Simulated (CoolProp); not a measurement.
Properties of neopentane at several states (Tc = 160.6 °C, pc = 31.96 bar, ω = 0.196).

The numbers come from the reference Helmholtz-energy equation of state, Lemmon 2006 in CoolProp. It is a short technical equation, of lower accuracy than the large ones.

```
T (°C)  p (bar)          phase  density (kg/m³)  cv (kJ/(kg K))  expansivity (1/kK)
------  -------  -------------  ---------------  --------------  ------------------
255.35     35.5  supercritical            73.83           2.635               4.106
38.95      0.59            gas            1.671           1.640               3.402
166.85     35.8  supercritical            266.9           2.503               102.1
-9.15      9.93         liquid            621.6           1.572               1.608
6.85      0.558            gas            1.773           1.478               3.887
116.95     0.63            gas            1.415           2.007               2.641
```
